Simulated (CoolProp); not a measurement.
c-C4F8 (RC318) along the isobar 0.929 MPa: fugacity coefficient from the reference equation and from simpler models built on Tc = 388.4 K, pc = 2.778 MPa, ω = 0.355; each cubic takes its own stable root.

The numbers come from the reference Helmholtz-energy equation of state, Platzer 1990 in CoolProp. This equation is an older, rougher fit; its heat capacities, sound speeds and derivatives of the liquid may be far off and weren't checked against measurements.

| T (K) | phase | reference |
|---|---|---|
| 299.2 | liquid | 0.3262 |
| 309.3 | liquid | 0.4312 |
| 319.4 | liquid | 0.5554 |
| 329.5 | liquid | 0.6985 |
| 339.6 | gas | 0.8253 |
| 349.7 | gas | 0.8426 |
| 359.8 | gas | 0.8576 |
| 369.9 | gas | 0.8708 |
| 380 | gas | 0.8824 |
| 390 | gas | 0.8927 |

Task: How far does each simpler model (van der Waals, Peng-Robinson) lie from the reference over these 10 states: mean and median of the absolute difference, and the worst?

Result: 
- van der Waals: mean 32.5 %, median 4.1 %, worst +143.0 % at 299.2 K and 0.929 MPa
- Peng-Robinson: mean 1.6 %, median 1.7 %, worst -1.8 % at 349.7 K and 0.929 MPa

At some of these states van der Waals gives the other phase, because its saturation line lies elsewhere.
